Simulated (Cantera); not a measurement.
An isothermal, constant-pressure homogeneous reactor starts with 0.763 % C2H6, 99.2 % N2, at 1150 K and 2.55 Torr.

Cantera simulation using GRI-Mech 3.0 (53 species, 325 reactions); the numbers are that mechanism's predictions, not measurements. GRI-Mech 3.0 stops at C3 and has no aromatics, soot or wall deposition, so with more carbon than oxygen in the feed, carbon stays in small species such as C2H2 where larger ones or solid carbon would form. Radical loss at walls, strong at low pressure, is not modelled.

Task: Predict: x(C2H6) at 1.00 s; x(CH3) at 1.00 s; x(CH2) at 1.00 s; x(H2) at 1.00 s; x(HCN) at 1.00 s.

Result: 
| Item | Result |
|---|---|
| x(C2H6) at 1.00 s | 0.00570 (gas-phase equilibrium 2.81e-11) |
| x(CH3) at 1.00 s | 7.10e-5 (gas-phase equilibrium 5.40e-9) |
| x(CH2) at 1.00 s | 1.65e-8 (gas-phase equilibrium <1e-12) |
| x(H2) at 1.00 s | 0.00170 (gas-phase equilibrium 0.0150) |
| x(HCN) at 1.00 s | 3.63e-9 (gas-phase equilibrium 0.0122) |
